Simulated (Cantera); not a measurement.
A perfectly stirred reactor is fed with 16.2 % H2, 17.6 % O2, 66.2 % N2, equivalence ratio 0.46, at 4.93 atm; it is adiabatic with a 448 K inlet, and is followed from long to short residence time, starting on the burning branch (τ in s: 0.025, 0.011, 0.0048, 0.0021, 0.00092, 0.0004, 0.00017, 7.6e-05, 3.3e-05, 1.4e-05, 6.3e-06).

Cantera simulation using the H2/O2 subset of GRI-Mech 3.0, which has no nitrogen chemistry; the numbers are that mechanism's predictions, not measurements. The hydrogen kinetics of GRI-Mech 3.0 are dated; newer H2 mechanisms differ, most at raised pressure.

One state of this run: T (K) = 1504; x H2 = 0.0170; x O2 = 0.109; x OH = 0.00393; x O = 0.00301; x H2O2 = 8.36e-6; x H = 0.00304. x: mole fraction; the columns are a selection and need not sum to one.

Question: Which value of τ (s) does it belong to?
(A) 0.00040
(B) 1.4e-5
(C) 0.011
(D) 0.00092

Answer: B, 1.4e-5
